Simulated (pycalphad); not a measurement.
All values are pycalphad results on the COST 507 light-alloy database (1999) (1 atm), not direct measurements. The database dates from 1999; later assessments differ in places, in temperatures and in the compounds included. Diffusion is slow at the low end, where real alloys seldom reach equilibrium.

**Question.** How does the equilibrium phase assembly of Al-0.16Si-1.22C (at.%) change on cooling from 1577 °C to 227 °C?

**Answer.** 
| T (°C) | phases above | phases below |
|---|---|---|
| 659.3 | AL4C3 + liquid | AL4C3 + fcc + liquid |
| 654.6 | AL4C3 + fcc + liquid | AL4C3 + AL8SIC7 + fcc |
Changes were sought between steps of 25 K, so a narrower field can be missed. At the top of the range, 1577 °C, the alloy is not yet fully liquid: it holds liquid + AL4C3.

Database names, with the compositions (at.%) that they take in these runs: AL4C3: Al 57 C 43; AL8SIC7: Al 50 C 44 Si 6.
